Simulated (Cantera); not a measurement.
Input: 1 mol acetone, 6.6 mol H₂, 0.42 mol N₂, 0.2 mol H₂O, equilibrated at 1 atm.

These are equilibrium values from Cantera (NASA tables, ideal gas, pure condensed phases), not measurements of a reactor. Candidate condensed phases: C, C₆H₆, C₇H₈, C₈H₁₈, H₂O; 136 gas species. The feed counts by its element totals alone. The numbers say what is thermodynamically allowed, not how fast it happens.

x: gas mole fraction; n: condensed amount in mol.

```
T (K)   x H₂   x CO    x N₂       x H     x HCN  x C₂H₂ (acetylene)     x HNC  n C(graphite)
-----  -----  -----  ------  --------  --------  ------------------  --------  -------------
1775   0.857  0.105  0.0363  0.000266  0.000957            0.000122   3.43e-5           1.78
1850   0.856  0.105  0.0361  0.000495   0.00137            0.000224   5.79e-5           1.77
1925   0.855  0.105  0.0358  0.000878   0.00190            0.000392   9.36e-5           1.76
2000   0.854  0.105  0.0354         …         …                   …         …           1.75
2075   0.853  0.105  0.0349   0.00244   0.00338             0.00106  0.000219           1.73
2150   0.850  0.105  0.0344         …         …                   …         …           1.71
2225   0.847  0.105  0.0337   0.00592   0.00551             0.00248  0.000452           1.67
2300   0.842  0.105  0.0329   0.00882   0.00684             0.00364  0.000623           1.63
2375   0.836  0.104  0.0320    0.0128   0.00833             0.00519  0.000838           1.57
2450   0.828  0.104  0.0309    0.0182   0.00997             0.00723   0.00110           1.50
2525   0.818  0.104  0.0297    0.0252    0.0117             0.00982   0.00142           1.42
2600   0.805  0.103  0.0284    0.0342    0.0136              0.0131   0.00178           1.31
```

**Question.** What belongs in the gaps?

**Answer.** 
- 2150, x H: 0.00386
- 2150, x HCN: 0.00436
- 2150, x C₂H₂ (acetylene): 0.00165
- 2150, x HNC: 0.000319
- 2000, x H: 0.00149
- 2000, x HCN: 0.00256
- 2000, x C₂H₂ (acetylene): 0.000656
- 2000, x HNC: 0.000146
